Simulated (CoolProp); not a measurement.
n-decane along the isotherm 239.95 °C: density (kg/m³) from the reference equation and from simpler models built on Tc = 344.5 °C, pc = 2.101 MPa, ω = 0.488; each cubic takes its own stable root.

Values from CoolProp's reference Helmholtz-energy equation of state, Lemmon 2006. It is a short technical equation, of lower accuracy than the large ones.

```json
[
 {"p (MPa)": "0.0876", "phase": "gas", "reference": "3.016"},
 {"p (MPa)": "0.175", "phase": "gas", "reference": "6.237"},
 {"p (MPa)": "0.263", "phase": "gas", "reference": "9.747"},
 {"p (MPa)": "0.35", "phase": "gas", "reference": "13.55"},
 {"p (MPa)": "0.438", "phase": "liquid", "reference": "536.5"},
 {"p (MPa)": "0.525", "phase": "liquid", "reference": "536.9"},
 {"p (MPa)": "0.613", "phase": "liquid", "reference": "537.4"},
 {"p (MPa)": "0.7", "phase": "liquid", "reference": "537.8"},
 {"p (MPa)": "0.788", "phase": "liquid", "reference": "538.3"},
 {"p (MPa)": "0.876", "phase": "liquid", "reference": "538.7"},
 {"p (MPa)": "0.963", "phase": "liquid", "reference": "539.1"},
 {"p (MPa)": "1.05", "phase": "liquid", "reference": "539.5"}
]
```

Task: How far does each simpler model (van der Waals, Peng-Robinson) lie from the reference over these 12 states: mean and median of the absolute difference, and the worst?

Result: 
- van der Waals: mean 56.4 %, median 69.6 %, worst -97.0 % at 239.95 °C and 0.438 MPa
- Peng-Robinson: mean 4.4 %, median 6.2 %, worst -6.5 % at 239.95 °C and 0.438 MPa

At some of these states van der Waals gives the other phase, because its saturation line lies elsewhere.
